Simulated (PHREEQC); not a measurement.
0.012 g of hydrous ferric oxide (600 m²/g; 0.2 weak and 0.005 strong sites per Fe, Dzombak-Morel constants, diffuse double layer) in 1 kg of water with 0.01 mol/kgw of an inert sodium salt, at 25 °C; the pH is set by adding NaOH or the inert anion's acid. Oxygen alone is held at its pressure in air (log pO2 = -0.68). No CO2 enters from the air. Nothing may precipitate in this run.

Base run: PHREEQC, ion-association model, wateq4f.dat. Each further column changes one thing. The table gives surface charge σ (C/m²).

```csv
pH,base,background salt from 0.01 to 0.001 mol/kgw,oxide from 0.012 to 0.06 g/kgw,7.2e-05 mol/kgw CuSO4 added
4,0.216,0.117,0.216,0.051
4.5,0.160,0.078,0.160,0.048
5.5,0.077,0.031,0.077,0.042
6,0.049,(withheld),0.050,0.046
6.5,0.030,(withheld),0.030,0.053
7.5,0.008,0.003,0.008,0.045
8,0.001,0.000,0.001,0.030
8.5,-0.005,(withheld),-0.005,(withheld)
9.5,-0.024,-0.008,-0.024,0.000
10,-0.040,-0.015,-0.040,-0.007
10.5,-0.064,-0.028,-0.064,(withheld)
11.5,-0.151,-0.107,-0.151,-0.061
12,-0.229,-0.200,-0.229,(withheld)
```

### Question
Some entries are withheld; supply them.

### Answer

- 6, background salt from 0.01 to 0.001 mol/kgw: 0.019
- 6.5, background salt from 0.01 to 0.001 mol/kgw: 0.011
- 8.5, background salt from 0.01 to 0.001 mol/kgw: -0.002
- 8.5, 7.2e-05 mol/kgw CuSO4 added: 0.016
- 10.5, 7.2e-05 mol/kgw CuSO4 added: -0.016
- 12, 7.2e-05 mol/kgw CuSO4 added: -0.124

 In at least one series the solution becomes supersaturated in solids that the run did not let form, among them Cu(OH)2, Brochantite, Antlerite. The database's constant for dissolved Cu(OH)2 is higher than later reviews accept.
